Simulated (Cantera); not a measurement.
An adiabatic, constant-volume homogeneous reactor starts with CH₃OH : O₂ : N₂ = 1 : 4.17 : 15.7 (molar parts), at 1023 K and 1100000 Pa.

Computed with Cantera and GRI-Mech 3.0 (53 species, 325 reactions). GRI-Mech 3.0 was tuned for natural gas; its chemistry of methanol as a main component is partial and can be far from experiment.

### Question
Predict: time of steepest temperature rise; temperature at 2.00 s; equilibrium temperature; x(O₂) at 2.00 s; x(N₂O) at 2.00 s; x(H) at 2.00 s; x(NO) at 2.00 s.

### Answer
```
Property                                                             Value
---------------------------------  ---------------------------------------
time of steepest temperature rise                                  58.2 ms
temperature at 2.00 s                                               2085 K
equilibrium temperature                                             2085 K
x(O₂) at 2.00 s                        0.121 (gas-phase equilibrium 0.121)
x(N₂O) at 2.00 s                   1.82e-6 (gas-phase equilibrium 1.82e-6)
x(H) at 2.00 s                     3.28e-6 (gas-phase equilibrium 3.28e-6)
x(NO) at 2.00 s                    0.00704 (gas-phase equilibrium 0.00704)
```
